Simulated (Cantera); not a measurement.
A closed system holds: 1 mol TEOS, 2 mol O₂, 5.1 mol N₂, equilibrated at 100000 Pa.

Method: chemical equilibrium by Gibbs-energy minimisation in Cantera with the NASA 1993 tables (ideal gas, pure condensed phases). Candidate condensed phases: C, C₆H₆, C₇H₈, C₈H₁₈, H₂O, Si, SiC, SiO₂, Si₂N₂O, Si₃N₄; 151 gas species. The feed counts by its element totals alone. The tables hold silica as quartz up to 1696 K and as liquid above; real silica turns to tridymite and cristobalite and melts near 1996 K. Equilibrium is a limit: real reactors are often held back by kinetics, nucleation or transport.

### Question
Which condensed phases are stable at each of these points (T (K)): 675, 775, 875, 975, 1075, 1175, 1275, 1375, 1475, 1575?

### Answer
| T (K) | condensed phases | Si condensed (%) |
|---|---|---|
| 675 | C(graphite) + SiO₂(α-quartz) | 100.0 |
| 775 | C(graphite) + SiO₂(α-quartz) | 100.0 |
| 875 | C(graphite) + SiO₂(β-quartz) | 100.0 |
| 975 | C(graphite) + SiO₂(β-quartz) | 100.0 |
| 1075 | C(graphite) + SiO₂(β-quartz) | 100.0 |
| 1175 | C(graphite) + SiO₂(β-quartz) | 100.0 |
| 1275 | C(graphite) + SiO₂(β-quartz) | 100.0 |
| 1375 | C(graphite) + SiO₂(β-quartz) | 100.0 |
| 1475 | C(graphite) + SiO₂(β-quartz) | 100.0 |
| 1575 | C(graphite) + Si₂N₂O(s) | 100.0 |

From 675 K to 775 K the condensed part is C(graphite) + SiO₂(α-quartz). From 875 K to 1475 K the condensed part is C(graphite) + SiO₂(β-quartz). At 1575 K the condensed part is C(graphite) + Si₂N₂O(s).
